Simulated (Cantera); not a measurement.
Charge: 1 mol SiO2, 0.43 mol SiCl4, 2.7 mol H2, 33 mol Cl2, at 700 Pa.

Method: chemical equilibrium by Gibbs-energy minimisation in Cantera with the NASA 1993 tables (ideal gas, pure condensed phases). Candidate condensed phases: H2O, Si, SiO2; 30 gas species. The tables hold silica as quartz up to 1696 K and as liquid above; real silica turns to tridymite and cristobalite and melts near 1996 K. The numbers say what is thermodynamically allowed, not how fast it happens.

Over these rows the condensed part is SiO2(β-quartz). Partial pressures as log10 of bar:

| T (K) | 1000/T (1/K) | log p O2 | log p Cl2 | log p HCl | log p Cl | log p SiCl4 |
|---|---|---|---|---|---|---|
| 1150 | 0.8696 | -9.15 | -2.25 | -2.99 | -3.68 | -4.09 |
| 1225 | 0.8163 | -8.49 | -2.26 | -2.99 | -3.35 | -4.09 |
| 1300 | 0.7692 | ? | -2.30 | -3.01 | -3.05 | -4.11 |
| 1375 | 0.7273 | -7.50 | -2.35 | -3.03 | -2.81 | -4.13 |
| 1450 | 0.6897 | -7.17 | -2.44 | -3.06 | -2.61 | -4.16 |
| 1525 | 0.6557 | -6.97 | -2.58 | -3.11 | -2.45 | -4.21 |

Question: Fit log p(O2) = a + b·(1000/T) to the five rows, give the apparent enthalpy, and predict the row at 1300 K.

Answer: Means: 1000/T = 0.7517, log p = -7.856. Sxy = -0.329793, Sxx = 0.0317289, so b = -10.39 and a = -7.856 − (-10.39)×0.7517 = -0.05.
Apparent enthalpy: −19.145 × (-10.39) = 199 kJ/mol. With the condensed phases at unit activity, SiO2(β-quartz) + 2 Cl2(g) = O2(g) + SiCl4(g) links this pressure to the main gases: over the six rows their terms move log p by -0.54 in all, so the slope isn't that reaction's ΔH° alone. The five rows lie within 0.11 of the line; that is curvature, so one enthalpy describes this range poorly.
Prediction at 1300 K: -0.05 + (-10.39)×0.7692 = -8.04. The computed value is -7.94, 0.10 from the line.
